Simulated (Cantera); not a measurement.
Input: 1 mol SiH2Cl2, 0.1 mol NO, at 1698.15 K and 0.150 Torr.

Equilibrium computed with Cantera from the NASA thermochemical tables; the gas is ideal and each condensed phase is pure. Candidate condensed phases: H2O, NH4Cl, Si, SiO2, Si2N2O, Si3N4; 47 gas species. The tables' values for SiCl, SiCl3 are old estimates; treat these amounts as uncertain. Rates play no part.

Base state: H2 0.363, SiCl2 0.361, HCl 0.191, SiO 0.0461, N2 0.0231, H 0.00617, Si 0.00329, Cl 0.00253 (mole fractions); condensed: Si(l).

What changes in the equilibrium state with this change: temperature from 1698.15 K to 773 K?


| species | before | after |
|---|---|---|
| H2 | 0.363 | 0.656 |
| SiCl4 | 9.48e-6 | 0.320 |
| SiHCl3 | 3.47e-6 | 0.0147 |
| SiCl2 | 0.361 | 0.000116 |
| SiO | 0.0461 | <1e-9 |
| N2 | 0.0231 | <1e-9 |
| HCl | 0.191 | 0.00899 |
| H | 0.00617 | <1e-9 |
| Si | 0.00329 | <1e-9 |
| Si(l), mol | 0.101 | 0 |
| Si(s), mol | 0 | 0.373 |
| SiO2(α-quartz), mol | 0 | 0.0250 |
| Si2N2O(s), mol | 0 | 0.0500 |
The tables' values for SiCl3 are old estimates; treat these amounts as uncertain.

What changes in the equilibrium state with this change: SiH2Cl2 replaced by SiF4?


| species | before | after |
|---|---|---|
| SiF4 | 0 | 0.908 |
| N2 | 0.0231 | 0.0453 |
| O2 | <1e-9 | 0.0449 |
| H2 | 0.363 | 0 |
| SiCl2 | 0.361 | 0 |
| HCl | 0.191 | 0 |
| SiO | 0.0461 | 9.44e-7 |
| H | 0.00617 | 0 |
| Si | 0.00329 | <1e-9 |
| Si(l), mol | 0.101 | 0 |
The tables' values for SiF3 are old estimates; treat these amounts as uncertain.
